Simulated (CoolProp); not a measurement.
Computed with CoolProp (reference Helmholtz-energy equation of state, Outcalt 1996). It is a modified Benedict-Webb-Rubin equation, recast in Helmholtz form.

Q: For R152A, give the phase and the density (kg/m³), Joule-Thomson coefficient (K/MPa), isothermal compressibility (1/MPa), expansivity (1/kK) at 394.1 K and 12.9 MPa; 394.1 K and 19.4 MPa; 394.1 K and 38.7 MPa.

A: 
- 394.1 K and 12.9 MPa: supercritical; density 692, Joule-Thomson coefficient 0.601, isothermal compressibility 0.0155, expansivity 4.80
- 394.1 K and 19.4 MPa: supercritical; density 746, Joule-Thomson coefficient 0.214, isothermal compressibility 0.00868, expansivity 3.33
- 394.1 K and 38.7 MPa: supercritical; density 831, Joule-Thomson coefficient -0.132, isothermal compressibility 0.00388, expansivity 2.04
